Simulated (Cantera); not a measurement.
Thermodynamics of nitride etching, feed Si3N4 + H2O

A closed system holds: 1 mol Si3N4, a varied amount of H2O, at 850 K and 3.90 mbar.

Equilibrium computed with Cantera from the NASA thermochemical tables; the gas is ideal and each condensed phase is pure. Candidate condensed phases: H2O, Si, SiO2, Si2N2O, Si3N4; 35 gas species. Equilibrium is a limit: real reactors are often held back by kinetics, nucleation or transport.

From 0.18 mol H2O to 1.1 mol H2O the condensed part is Si2N2O(s) + Si3N4(s). From 1.6 mol H2O to 5.5 mol H2O the condensed part is SiO2(β-quartz) + Si2N2O(s).

```csv
n(H2O) (mol),x H2,x N2,x H2O,x NH3,n Si2N2O(s),n Si3N4(s),n SiO2(β-quartz)
0.18,0.750,0.250,<1e-12,2.35e-6,0.180,0.880,0
0.24,0.750,0.250,<1e-12,2.35e-6,0.240,0.840,0
0.33,0.750,0.250,<1e-12,2.35e-6,0.330,0.780,0
0.45,0.750,0.250,<1e-12,2.35e-6,0.450,0.700,0
0.62,0.750,0.250,<1e-12,2.35e-6,0.620,0.587,0
0.84,0.750,0.250,<1e-12,2.35e-6,0.840,0.440,0
1.1,0.750,0.250,<1e-12,2.35e-6,1.10,0.267,0
1.6,0.750,0.250,4.51e-6,2.35e-6,1.47,0,0.0667
2.1,0.750,0.250,4.51e-6,2.35e-6,1.30,0,0.400
2.9,0.750,0.250,4.51e-6,2.35e-6,1.03,0,0.933
4,0.750,0.250,4.51e-6,2.35e-6,0.667,0,1.67
5.5,0.750,0.250,4.51e-6,2.35e-6,0.167,0,2.67
```
x: gas mole fraction; n: condensed amount in mol.
